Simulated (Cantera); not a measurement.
Input: 1 mol SiH4, 0.66 mol C2H4, 390 mol H2, at 133 Pa.

Method: chemical equilibrium by Gibbs-energy minimisation in Cantera with the NASA 1993 tables (ideal gas, pure condensed phases). Candidate condensed phases: C, C6H6, C7H8, C8H18, Si, SiC; 87 gas species. Kinetics and transport are ignored.

x: gas mole fraction; n: condensed amount in mol.

```csv
T (K),x H2,x H,x Si,x C2H2 (acetylene),x SiC2,x SiH,n C(graphite),n SiC(s)
1475,1.000,0.000355,2.85e-8,6.67e-6,4.00e-11,3.70e-9,0.313,1.000
1575,0.999,0.00114,4.15e-7,2.11e-5,1.33e-9,3.62e-8,0.303,1.000
1675,0.997,0.00317,4.38e-6,5.79e-5,2.90e-8,2.68e-7,0.276,0.998
1775,0.992,0.00789,3.53e-5,0.000141,4.44e-7,1.58e-6,0.223,0.985
1875,0.982,0.0178,0.000227,0.000311,5.04e-6,7.63e-6,0.166,0.901
1975,0.961,0.0367,0.00121,0.000624,4.45e-5,3.12e-5,0.313,0.458
2075,0.926,…,0.00220,…,…,…,…,0
2175,0.871,…,0.00218,0.00141,0.000139,…,0,0
2275,0.790,0.207,0.00212,0.00136,0.000121,2.64e-5,0,0
```

Problem. Fill in the missing entries.

Solution. 
- 2075, x H: 0.0702
- 2075, x C2H2 (acetylene): 0.00115
- 2075, x SiC2: 0.000128
- 2075, x SiH: 4.43e-5
- 2075, n C(graphite): 0.259
- 2175, x H: 0.125
- 2175, x SiH: 3.46e-5
